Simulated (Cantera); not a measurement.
A perfectly stirred reactor is fed with CH₄ : N₂ = 1 : 97 (molar parts), at 750 Torr; it is held at 1600 K, and followed from long to short residence time.

Cantera simulation using GRI-Mech 3.0 (53 species, 325 reactions); the numbers are that mechanism's predictions, not measurements. GRI-Mech 3.0 stops at C3 and has no aromatics, soot or wall deposition, so with more carbon than oxygen in the feed, carbon stays in small species such as C2H2 where larger ones or solid carbon would form.

One state of this run: x CH₄ = 0.00832; x HCN = 2.28e-8; x CH₂ = 3.70e-8; x H = 1.63e-6; x H₂ = 0.00242. x: mole fraction; the columns are a selection and need not sum to one.

### Question
Which value of τ (s) does it belong to?
A. 0.00062
B. 0.00018
C. 0.023
D. 0.0021

### Answer
C, 0.023
